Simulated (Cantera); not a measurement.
Charge: 1 mol CF4, 0.018 mol CH4, held at 3225 K and 0.0100 bar.

These are equilibrium values from Cantera (NASA tables, ideal gas, pure condensed phases), not measurements of a reactor. Candidate condensed phases: C, C6H6, C7H8, C8H18; 95 gas species. Equilibrium is a limit: real reactors are often held back by kinetics, nucleation or transport.

Base state: F 0.832, CF 0.0762, C3 0.0392, C 0.0191, HF 0.0154, C2 0.00810, CF2 0.00766, H 0.00151 (mole fractions); condensed: gas only.

Task: What changes in the equilibrium state with this change: CH4 from 0.018 to 0.32 mol?

Result: 
```csv
species,before,after
F,0.832,0.564
HF,0.0154,0.244
CF,0.0762,0.0592
H,0.00151,0.0354
C3,0.0392,0.0591
C2,0.00810,0.0107
C,0.0191,0.0219
H2,2.53e-7,0.000139
C2H,1.05e-5,0.000325
C2HF,5.18e-7,1.08e-5
C5,0.000357,0.000709
CF2,0.00766,0.00403
```

Task: What changes in the equilibrium state with this change: CH4 from 0.018 to 0.053 mol?

Result: 
| species | before | after |
|---|---|---|
| F | 0.832 | 0.799 |
| CF | 0.0762 | 0.0746 |
| HF | 0.0154 | 0.0448 |
| H | 0.00151 | 0.00458 |
| C3 | 0.0392 | 0.0416 |
| C | 0.0191 | 0.0194 |
| C2H | 1.05e-5 | 3.33e-5 |
| C5 | 0.000357 | 0.000395 |
| C4 | 0.000124 | 0.000134 |
| CF2 | 0.00766 | 0.00719 |
| C2 | 0.00810 | 0.00843 |
